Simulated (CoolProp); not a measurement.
Hydrogen chloride at 293.15 K and 6.22 MPa is throttled through a valve to 2.14 MPa with no heat exchange. Each further row changes one setting.

The numbers come from the reference Helmholtz-energy equation of state, Thol 2018 in CoolProp.

| case | temperature change (K) | final phase | final density (kg/m³) |
|---|---|---|---|
| as stated | -27.1 | two-phase, vapour fraction 0.167 | 220 |
| outlet pressure 0.642 MPa | -64.8 | two-phase, vapour fraction 0.313 | 42.6 |
| outlet pressure 2.78 MPa | -17.3 | two-phase, vapour fraction 0.115 | 348 |
